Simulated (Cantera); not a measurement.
Input: 1 mol AlBr₃, 23 mol O₂, 40 mol H₂, held at 402 °C and 97.5 Torr.

Method: chemical equilibrium by Gibbs-energy minimisation in Cantera with the NASA 1993 tables (ideal gas, pure condensed phases). Candidate condensed phases: Al, AlBr₃, Al₂O₃, Br₂, H₂O; 25 gas species. The numbers say what is thermodynamically allowed, not how fast it happens.

Base state: H₂O 0.914, O₂ 0.0515, Br₂ 0.0342, HBr 0.000153, Br 1.03e-5 (mole fractions); condensed: Al₂O₃(s).

Problem. What changes in the equilibrium state with this change: AlBr₃ replaced by AlI₃?

Solution. 
```csv
species,before,after
H₂O,0.914,0.914
O₂,0.0515,0.0514
I₂,0,0.0341
Br₂,0.0342,0
I,0,0.000337
HBr,0.000153,0
Br,1.03e-5,0
"Al₂O₃(s), mol",0.500,0.500
```
Further candidate phases: AlI₃, I₂.
